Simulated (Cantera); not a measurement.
A closed system holds: 1 mol Si₂H₆, 380 mol H₂, held at 1175 K and 1.95 Torr.

Equilibrium computed with Cantera from the NASA thermochemical tables; the gas is ideal and each condensed phase is pure. Candidate condensed phases: Si; 9 gas species. The feed counts by its element totals alone. Rates play no part.

Task: What is the equilibrium state?

Result: 
- x(H₂): 1.000
- x(H): 2.40e-6
- n(Si(s)): 2.00 mol
- gas amount: 383.0 mol
